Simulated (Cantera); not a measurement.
An isothermal, constant-pressure homogeneous reactor starts with CH₄ : H₂ = 0.014 : 1 (molar parts), at 2225 K and 2200 Pa.

Cantera simulation using GRI-Mech 3.0 (53 species, 325 reactions); the numbers are that mechanism's predictions, not measurements. GRI-Mech 3.0 stops at C3 and has no aromatics, soot or wall deposition, so with more carbon than oxygen in the feed, carbon stays in small species such as C2H2 where larger ones or solid carbon would form. Radical loss at walls, strong at low pressure, is not modelled.

x: mole fraction; the columns are a selection and need not sum to one.

```tsv
t (s)	x CH₄	x H₂	x C₂H₆	x H	x C₂H	x C₂H₂	x C₂H₄
3.00e-5	0.0138	0.986	2.67e-10	9.35e-5	<1e-12	2.87e-11	1.34e-9
0.000139	0.0137	0.986	6.32e-9	0.000470	<1e-12	1.06e-8	9.11e-8
0.000646	0.0132	0.984	1.02e-7	0.00219	3.24e-10	3.93e-6	4.49e-6
0.00300	0.0106	0.978	5.56e-7	0.00911	1.89e-7	0.000549	3.53e-5
0.0139	0.00242	0.973	6.23e-8	0.0187	3.61e-6	0.00509	6.45e-6
0.0646	0.000204	0.967	5.96e-10	0.0262	6.58e-6	0.00656	5.53e-7
0.300	…	0.958	7.25e-12	…	…	0.00666	…
1.39	7.67e-6	0.951	1.37e-12	0.0427	1.10e-5	0.00665	3.03e-7
6.46	7.57e-6	0.950	1.35e-12	0.0429	1.11e-5	0.00664	3.01e-7
30.0	7.57e-6	0.950	1.35e-12	0.0429	1.11e-5	0.00664	3.01e-7
```

Fill in the missing entries.


- 0.300, x CH₄: 1.96e-5
- 0.300, x H: 0.0356
- 0.300, x C₂H: 9.17e-6
- 0.300, x C₂H₄: 3.62e-7
